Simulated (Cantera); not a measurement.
A closed system holds: 1 mol HI, 0.054 mol H2O, 0.38 mol N2, at 1700 °C and 0.980 bar.

Cantera equilibrium calculation (NASA polynomials, part measured and part estimated; ideal gas, pure solids and liquids). Candidate condensed phases: H2O, I2; 27 gas species. Kinetics and transport are ignored.

Base state: I 0.417, H2 0.214, N2 0.210, HI 0.123, H2O 0.0298, I2 0.00562, H 0.000630 (mole fractions); condensed: gas only.

Task: What changes in the equilibrium state with this change: pressure from 0.980 bar to 0.133 bar?

Result: 
| species | before | after |
|---|---|---|
| I | 0.417 | 0.475 |
| H2 | 0.214 | 0.237 |
| N2 | 0.210 | 0.202 |
| HI | 0.123 | 0.0545 |
| H2O | 0.0298 | 0.0287 |
| I2 | 0.00562 | 0.000991 |
| H | 0.000630 | 0.00180 |
| OH | 8.33e-6 | 2.06e-5 |
